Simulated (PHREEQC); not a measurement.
A solution holds 0.13 mol MgCl2, 0.0029 mol Na2SO4 and 0.058 mol MgSO4 per kg of water, at 20 °C. Closed to the air; pH follows from the charge balance.

The numbers come from PHREEQC with the ion-association model, phreeqc.dat.

This is a speciation only: nothing precipitates in the calculation.

**Question.** Predict the ionic strength, activity of water.

**Answer.** ionic strength 0.476 mol/kgw; activity of water 0.992.

**Question.** In which forms is Mg present?

**Answer.** Mg+2 80 %, MgSO4 20 % of the Mg.
